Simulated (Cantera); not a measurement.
Input (Python, Cantera):

```python
import numpy as np
import cantera as ct

gas = ct.Solution("gri30.yaml")
gas.TPX = 550, 1000000, {'CH4': 1, 'O2': 4.26, 'N2': 16}
inlet = ct.Reservoir(gas, clone=True)
gas.equilibrate("HP")  # start burning
reactor = ct.IdealGasConstPressureReactor(gas, energy="on", clone=False)
exhaust = ct.Reservoir(gas, clone=True)
tau = [0.19, 0.064, 0.021, 0.0071, 0.0024, 0.00079, 0.00026, 8.8e-05, 2.9e-05][0]
for a, b in ((inlet, reactor), (reactor, exhaust)):
    ct.MassFlowController(a, b, mdot=lambda t: reactor.mass / tau)
net = ct.ReactorNet([reactor])
show = ['CH4', 'O2', 'HCN', 'CH2', 'CH2O']

rows = []
print(f"{'tau/s':>10s}{'T/K':>9s}" + "".join(f"{s:>11s}" for s in show))
for tau in [0.19, 0.064, 0.021, 0.0071, 0.0024, 0.00079, 0.00026, 8.8e-05, 2.9e-05]:
    net.initial_time = 0.0
    net.advance(30 * tau)
    before = gas.X
    net.advance(40 * tau)
    drift = np.max(np.abs(gas.X - before) / (gas.X + 1e-9))
    rows.append([gas.T, *gas[show].X, drift])
    print(f"{tau:10.3e}{gas.T:9.1f}" + "".join(f"{x:11.3e}" for x in gas[show].X))
```

It prints:

```
     tau/s      T/K        CH4         O2        HCN        CH2       CH2O
 1.900e-01   1624.1  6.137e-06  1.063e-01  9.123e-10  1.311e-09  5.638e-07
 6.400e-02   1623.1  1.461e-05  1.064e-01  1.358e-09  3.893e-09  1.364e-06
 2.100e-02   1620.7  3.486e-05  1.065e-01  2.249e-09  1.155e-08  3.335e-06
 7.100e-03   1615.0  8.388e-05  1.068e-01  3.671e-09  3.165e-08  8.327e-06
 2.400e-03   1598.7  2.307e-04  1.079e-01  5.106e-09  7.736e-08  2.424e-05
 7.900e-04    550.0  4.704e-02  2.004e-01 -5.463e-23 -2.102e-35 -2.037e-17
 2.600e-04    550.0  4.704e-02  2.004e-01 -4.190e-26  6.018e-37 -1.525e-20
 8.800e-05    550.0  4.704e-02  2.004e-01 -2.647e-27  5.868e-38 -9.192e-22
 2.900e-05    550.0  4.704e-02  2.004e-01 -1.672e-28  6.652e-39 -5.313e-23
```

Cantera simulation using GRI-Mech 3.0 (53 species, 325 reactions); the numbers are that mechanism's predictions, not measurements.
